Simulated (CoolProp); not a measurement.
A single-stage vapour-compression cycle with n-butane: evaporating at 234.15 K (dew point), condensing at 283.15 K (bubble point), superheat 2 K, subcooling 0 K, compressor efficiency 0.85, no pressure losses. Each further row changes one setting.

Values from CoolProp's reference Helmholtz-energy equation of state, Bücker 2006.

```
case                              cooling COP  pressure ratio  discharge temperature (K)  refrigerating effect (kJ/kg)  volumetric capacity (kJ/m³)
--------------------------------  -----------  --------------  -------------------------  ----------------------------  ---------------------------
as stated                                   …            8.37                      297.8                           310                          165
evaporating temperature 239.15 K         3.94            6.44                      295.6                           317                            …
condensing temperature 278.15 K          3.87            7.01                          …                           322                          171
subcooling 5 K                           3.52            8.37                      297.8                           322                          171
superheat 12 K                              …            8.37                          …                             …                          165
compressor efficiency 0.75                  …            8.37                          …                           310                          165
```

### Question
Fill in the missing entries.

### Answer

- as stated, cooling COP: 3.39
- evaporating temperature 239.15 K, volumetric capacity (kJ/m³): 215
- condensing temperature 278.15 K, discharge temperature (K): 292.5
- superheat 12 K, cooling COP: 3.41
- superheat 12 K, discharge temperature (K): 308.4
- superheat 12 K, refrigerating effect (kJ/kg): 325
- compressor efficiency 0.75, cooling COP: 2.99
- compressor efficiency 0.75, discharge temperature (K): 304.8
